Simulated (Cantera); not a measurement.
Charge: 1 mol NF3, 0.061 mol H2O, 7.1 mol O2, at 1202 °C and 0.00720 bar.

Cantera equilibrium calculation (NASA polynomials, part measured and part estimated; ideal gas, pure solids and liquids). Candidate condensed phases: H2O; 40 gas species. Equilibrium is a limit: real reactors are often held back by kinetics, nucleation or transport.

Base state: O2 0.671, F 0.271, N2 0.0468, HF 0.0115, NO 0.000471, F2 8.90e-5, O 2.77e-5 (mole fractions); condensed: gas only.

What changes in the equilibrium state with this change: temperature from 1202 °C to 2827 °C?


| species | before | after |
|---|---|---|
| O | 2.77e-5 | 0.650 |
| F | 0.271 | 0.184 |
| O2 | 0.671 | 0.122 |
| HF | 0.0115 | 0.00597 |
| N2 | 0.0468 | 0.0278 |
| H | <1e-9 | 0.00150 |
| OH | <1e-9 | 0.000257 |
| N | <1e-9 | 5.11e-5 |
| F2 | 8.90e-5 | 3.01e-8 |
| NO | 0.000471 | 0.00769 |

What changes in the equilibrium state with this change: temperature from 1202 °C to 2400 °C?


```tsv
species	before	after
O2	0.671	0.453
O	2.77e-5	0.255
F	0.271	0.236
N2	0.0468	0.0362
HF	0.0115	0.00991
OH	<1e-9	5.33e-5
H	<1e-9	4.88e-5
F2	8.90e-5	1.44e-7
```
